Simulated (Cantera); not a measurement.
Charge: 1 mol CH2F2, 0.83 mol CH4, 0.59 mol H2, held at 39.0 mbar.

Equilibrium computed with Cantera from the NASA thermochemical tables; the gas is ideal and each condensed phase is pure. Candidate condensed phases: C, C6H6, C7H8, C8H18; 95 gas species. Rates play no part.

x: gas mole fraction; n: condensed amount in mol.

| T (°C) | x H | x H2 | x HF | x C3 | x F | x C | x C2 | x C2H2 (acetylene) | x C2H | n C(graphite) |
|---|---|---|---|---|---|---|---|---|---|---|
| 1200 | 4.66e-5 | 0.529 | 0.471 | <1e-12 | 9.33e-10 | <1e-12 | <1e-12 | 3.44e-6 | <1e-12 | 1.83 |
| 1400 | 0.000419 | 0.529 | 0.470 | <1e-12 | 3.14e-8 | <1e-12 | <1e-12 | 3.01e-5 | 1.17e-10 | 1.83 |
| 1600 | 0.00237 | 0.527 | 0.470 | 2.50e-11 | 5.01e-7 | 4.20e-11 | 2.08e-12 | 0.000165 | 8.73e-9 | 1.83 |
| 1800 | 0.00962 | 0.521 | 0.468 | 4.02e-9 | 4.73e-6 | 3.56e-9 | 3.44e-10 | 0.000639 | 2.80e-7 | 1.82 |
| 2000 | 0.0302 | 0.504 | 0.463 | 2.59e-7 | 3.03e-5 | 1.38e-7 | 2.29e-8 | 0.00190 | 4.80e-6 | 1.81 |
| 2200 | [?] | [?] | 0.452 | [?] | [?] | [?] | [?] | [?] | [?] | 1.79 |
| 2400 | [?] | [?] | 0.431 | [?] | [?] | [?] | [?] | [?] | [?] | 1.74 |
| 2600 | 0.289 | 0.294 | 0.399 | 0.00194 | 0.00190 | 0.000368 | 0.000192 | 0.0124 | 0.00173 | 1.65 |
| 2800 | 0.421 | 0.179 | 0.352 | 0.0171 | 0.00583 | 0.00256 | 0.00176 | 0.0137 | 0.00612 | 1.26 |
| 3000 | 0.504 | 0.0853 | 0.284 | 0.0658 | 0.0164 | 0.0117 | 0.00847 | 0.00758 | 0.0110 | 0 |
| 3200 | 0.573 | 0.0416 | 0.230 | 0.0561 | 0.0412 | 0.0285 | 0.0138 | 0.00172 | 0.00728 | 0 |

Task: Fill in the missing entries.

Result: 
- 2200, x H: 0.0771
- 2200, x H2: 0.466
- 2200, x C3: 8.33e-6
- 2200, x F: 0.000146
- 2200, x C: 2.93e-6
- 2200, x C2: 7.64e-7
- 2200, x C2H2 (acetylene): 0.00449
- 2200, x C2H: 5.04e-5
- 2400, x H: 0.163
- 2400, x H2: 0.396
- 2400, x C3: 0.000157
- 2400, x F: 0.000567
- 2400, x C: 3.94e-5
- 2400, x C2: 1.50e-5
- 2400, x C2H2 (acetylene): 0.00846
- 2400, x C2H: 0.000353
